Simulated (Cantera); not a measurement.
What does this Cantera script print?

```python
import numpy as np
import cantera as ct

gas_names = """
    CL CLO CL2 Fe FeCL FeCL2 FeCL3 FeO Fe2CL4 Fe2CL6 N NO NO2 NO3 N2 N2O O O2 O3
""".split()
cond_names = """
    Fe(a) Fe(c) Fe(d) Fe(L) FeCL2(s) FeCL2(L) FeCL3(s) FeCL3(L) FeO(s) FeO(L) Fe2O3(s) Fe3O4(s)
""".split()


def load(file, names, dense=False):
    # The tables refer to 1 bar. Condensed volumes are neglected.
    table = {s.name: s for s in ct.Species.list_from_file(file)}
    out = []
    for n in names:
        d = dict(table[n].input_data)
        d["thermo"] = dict(d["thermo"], **{"reference-pressure": 1e5})
        if dense:
            d["equation-of-state"] = {"model": "constant-volume", "density": "1e6 g/cm^3"}
        out.append(ct.Species.from_dict(d))
    return out


gas = ct.Solution(thermo="ideal-gas", species=load("nasa_gas.yaml", gas_names))
cond = {s.name: ct.Solution(thermo="fixed-stoichiometry", species=[s], name=s.name)
        for s in load("nasa_condensed.yaml", cond_names, dense=True)}
atoms = {
    'Fe3O4': {'Fe': 3, 'O': 4},
    'Cl2': {'CL': 2},
    'N2': {'N': 2},
}
top_T = {'Fe2O3(s)': 1830, 'Fe3O4(s)': 1870}  # K; cautious upper limits of use, not melting points


def equilibrate(T, P, feed):
    n = {}
    for name, mol in feed.items():
        for a, k in atoms[name].items():
            n[a] = n.get(a, 0.0) + k * mol
    gas.TPX = T, P, n
    mass = sum(n.values()) * gas.mean_molecular_weight
    gas.equilibrate("TP")
    valid = [c for c in cond.values() if c.min_temp <= T <= top_T.get(c.name, c.max_temp)]
    mix = ct.Mixture([(gas, mass / gas.mean_molecular_weight)] + [(c, 0.0) for c in valid])
    mix.T, mix.P = T, P
    mix.equilibrate("TP", solver="vcs", rtol=1e-11, max_steps=5000)
    return mix


results = []
feed = {'Fe3O4': 1, 'Cl2': 0.11, 'N2': 0.15}  # mol
P = 60000  # Pa
for T in [975, 1025, 1075, 1125, 1175, 1225, 1275, 1325, 1375, 1425, 1475, 1525, 1575]:
    mix = equilibrate(T, P, feed)
    results.append((T, P, feed, dict(zip(mix.species_names, mix.species_moles))))

top = {s: max(r[3][s] / sum(r[3][g] for g in gas_names) for r in results) for s in gas_names}
cols = sorted((s for s in top if top[s] > 1e-06), key=lambda s: -top[s])[:7]
seen = [c for c in cond_names if any(r[3].get(c, 0) > 1e-12 for r in results)]
print("log10 of partial pressures in bar; condensed amounts in mol")
print(f"{'T/K':>10s}" + "".join(f"{s[:9]:>10s}" for s in cols + seen))
for T, P, feed, n in results:
    ng = sum(n[g] for g in gas_names)
    print(f"{T:10.4g}" + "".join(f"{np.log10(max(n[s] / ng * P / 1e5, 1e-99)):10.3f}" for s in cols)
          + "".join(f"{n.get(c, 0):10.4g}" for c in seen))
```

Result:

```
log10 of partial pressures in bar; condensed amounts in mol
       T/K        N2     FeCL2     FeCL3        O2       CL2    Fe2CL4        CL  FeCL2(L)  Fe2O3(s)  Fe3O4(s)
       975    -0.247    -1.884    -1.784   -11.132    -4.992    -2.521    -6.073   0.09778    0.4304    0.6772
      1025    -0.285    -1.515    -1.383    -9.878    -4.351    -2.155    -5.428    0.0772    0.4134      0.69
      1075    -0.376    -1.185    -1.027    -8.749    -3.777    -1.833    -4.846   0.01988    0.3648    0.7264
      1125    -0.410    -1.061    -0.969    -7.725    -3.432    -1.892    -4.404         0    0.3508    0.7369
      1175    -0.416    -0.994    -0.986    -6.792    -3.164    -2.038    -4.023         0    0.3551    0.7337
      1225    -0.421    -0.940    -1.012    -5.937    -2.925    -2.186    -3.677         0    0.3595    0.7304
      1275    -0.426    -0.896    -1.045    -5.151    -2.710    -2.334    -3.360         0    0.3637    0.7272
      1325    -0.430    -0.860    -1.083    -4.426    -2.517    -2.481    -3.070         0    0.3673    0.7245
      1375    -0.433    -0.832    -1.125    -3.755    -2.341    -2.625    -2.802         0    0.3696    0.7228
      1425    -0.437    -0.810    -1.170    -3.131    -2.182    -2.768    -2.555         0    0.3694    0.7228
      1475    -0.442    -0.795    -1.220    -2.551    -2.038    -2.911    -2.327         0    0.3636    0.7267
      1525    -0.451    -0.789    -1.279    -2.009    -1.911    -3.061    -2.117         0    0.3428    0.7408
      1575    -0.472    -0.799    -1.357    -1.502    -1.808    -3.233    -1.928         0    0.2781    0.7843
```

These are equilibrium values from Cantera (NASA tables, ideal gas, pure condensed phases), not measurements of a reactor. Mutual solubility and eutectic melting of coexisting phases are not modelled.
